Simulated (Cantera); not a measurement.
A closed system holds: 1 mol Pb, 0.12 mol H₂, 2.6 mol N₂, 1.2 mol O₂, equilibrated at 0.0133 bar.

Cantera equilibrium calculation (NASA polynomials, part measured and part estimated; ideal gas, pure solids and liquids). Candidate condensed phases: H₂O, Pb, PbO, PbO₂, Pb₃O₄; 27 gas species. Gases not in the tables: (PbO)n polymers. The numbers say what is thermodynamically allowed, not how fast it happens.

Q: Which condensed phases are stable at each of these points (T (K)): 548, 648, 748, 848, 948, 1048, 1148, 1248, 1348?

A: 
```json
[
 {"T (K)": "548", "condensed phases": "PbO(red)", "Pb condensed (%)": "100.0"},
 {"T (K)": "648", "condensed phases": "PbO(red)", "Pb condensed (%)": "100.0"},
 {"T (K)": "748", "condensed phases": "PbO(red)", "Pb condensed (%)": "100.0"},
 {"T (K)": "848", "condensed phases": "PbO(yellow)", "Pb condensed (%)": "100.0"},
 {"T (K)": "948", "condensed phases": "PbO(yellow)", "Pb condensed (%)": "100.0"},
 {"T (K)": "1048", "condensed phases": "PbO(yellow)", "Pb condensed (%)": "100.0"},
 {"T (K)": "1148", "condensed phases": "PbO(yellow)", "Pb condensed (%)": "99.5"},
 {"T (K)": "1248", "condensed phases": "PbO(l)", "Pb condensed (%)": "95.4"},
 {"T (K)": "1348", "condensed phases": "PbO(l)", "Pb condensed (%)": "71.6"}
]
```

From 548 K to 748 K the condensed part is PbO(red). From 848 K to 1148 K the condensed part is PbO(yellow). From 1248 K to 1348 K the condensed part is PbO(l).
